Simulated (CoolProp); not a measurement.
The fluid at 298.15 K and 0.0194 MPa is compressed adiabatically to 0.118 MPa with isentropic efficiency 0.7. The same conditions are run with several fluids, on thermodynamics alone (safety and materials aside).

Computed with CoolProp (reference Helmholtz-energy equation of state of each fluid (R236FA: Pan 2012; n-butane: Bücker 2006; R21: Platzer 1990; the fluoroketone C6F12O (FK-5-1-12): McLinden 2015)). The equations of Platzer and Polt are older, rougher fits.

Problem. Rank R236FA, n-butane, R21, the fluoroketone C6F12O (FK-5-1-12) by work (kJ/kg), highest first.

Solution. n-butane (117), R21 (69.5), R236FA (44.1), the fluoroketone C6F12O (FK-5-1-12) (19.8)

```
fluid                                final temperature (K)                       final phase  final density (kg/m³)
-----------------------------------  ---------------------  --------------------------------  ---------------------
R236FA                                               350.5                               gas                   6.29
n-butane                                             363.1                               gas                   2.31
R21                                                  407.5                               gas                   3.62
the fluoroketone C6F12O (FK-5-1-12)                  326.7  two-phase, vapour fraction 0.963                   15.4
```
